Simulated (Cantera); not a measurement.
Feed: 1 mol Fe2O3, 0.41 mol SO3, 0.85 mol N2, equilibrated at 902 °C and 0.0620 bar.

Method: chemical equilibrium by Gibbs-energy minimisation in Cantera with the NASA 1993 tables (ideal gas, pure condensed phases). Candidate condensed phases: Fe, FeO, FeS, FeSO4, FeS2, Fe2O3, Fe2(SO4)3, Fe3O4, S; 19 gas species. The numbers say what is thermodynamically allowed, not how fast it happens.

Base state: N2 0.582, SO2 0.273, O2 0.136, SO3 0.00794, NO 0.000112 (mole fractions); condensed: Fe2O3(s).

### Question
What changes in the equilibrium state with this change: temperature from 902 °C to 527 °C?

### Answer
```
species              before    after
-----------------  --------  -------
N2                    0.582    0.949
SO2                   0.273   0.0215
SO3                 0.00794   0.0191
O2                    0.136   0.0107
NO                 0.000112  4.97e-7
Fe2O3(s), mol          1.00    0.875
Fe2(SO4)3(s), mol         0    0.125
```
